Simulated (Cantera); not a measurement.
Cantera run:

```python
import numpy as np
import cantera as ct

gas_names = [...]  # 136 gases of nasa_gas.yaml made of C, H, N, O
cond_names = """
    C(gr) C6H6(L) C7H8(L) C8H18(L),n-octa H2O(s) H2O(L)
""".split()


# ... load() reads the species with a 1 bar reference pressure and builds the phases ...
atoms = {
    'acetone': {'C': 3, 'H': 6, 'O': 1},
    'H2O': {'H': 2, 'O': 1},
    'N2': {'N': 2},
}
top_T = {'C(gr)': 4500}  # K; cautious upper limits of use, not melting points


# ... equilibrate(T, P, feed) seeds the gas with the atoms and calls Mixture.equilibrate('TP', solver="vcs", rtol=1e-11, max_steps=5000) ...
results = []
feed = {'acetone': 1, 'H2O': 0.36, 'N2': 9.6}  # mol
P = 1200000  # Pa
for T in [1548, 1648, 1748, 1848, 1948, 2048, 2148, 2248]:
    mix = equilibrate(T, P, feed)
    results.append((T, P, feed, dict(zip(mix.species_names, mix.species_moles))))

top = {s: max(r[3][s] / sum(r[3][g] for g in gas_names) for r in results) for s in gas_names}
cols = sorted((s for s in top if top[s] > 1e-06), key=lambda s: -top[s])[:8]
seen = [c for c in cond_names if any(r[3].get(c, 0) > 1e-12 for r in results)]
print("log10 of partial pressures in bar; condensed amounts in mol")
print(f"{'T/K':>10s}" + "".join(f"{s[:9]:>10s}" for s in cols + seen))
for T, P, feed, n in results:
    ng = sum(n[g] for g in gas_names)
    print(f"{T:10.4g}" + "".join(f"{np.log10(max(n[s] / ng * P / 1e5, 1e-99)):10.3f}" for s in cols)
          + "".join(f"{n.get(c, 0):10.4g}" for c in seen))
```

It prints:

```
log10 of partial pressures in bar; condensed amounts in mol
       T/K        N2        H2        CO       HCN       CH4       HNC         H C2H2,acet     C(gr)
      1548     0.906     0.444     0.056    -2.158    -1.800    -3.865    -4.290    -4.360     1.618
      1648     0.906     0.445     0.056    -1.888    -1.982    -3.471    -3.828    -3.904     1.614
      1748     0.905     0.446     0.057    -1.650    -2.145    -3.123    -3.418    -3.502     1.605
      1848     0.905     0.445     0.057    -1.438    -2.292    -2.813    -3.053    -3.144     1.588
      1948     0.904     0.443     0.057    -1.249    -2.424    -2.536    -2.725    -2.825     1.562
      2048     0.903     0.441     0.057    -1.079    -2.544    -2.288    -2.429    -2.539     1.524
      2148     0.902     0.437     0.057    -0.926    -2.655    -2.063    -2.161    -2.280     1.473
      2248     0.901     0.433     0.057    -0.788    -2.759    -1.860    -1.918    -2.047     1.405
```

Method: chemical equilibrium by Gibbs-energy minimisation in Cantera with the NASA 1993 tables (ideal gas, pure condensed phases). The feed counts by its element totals alone.
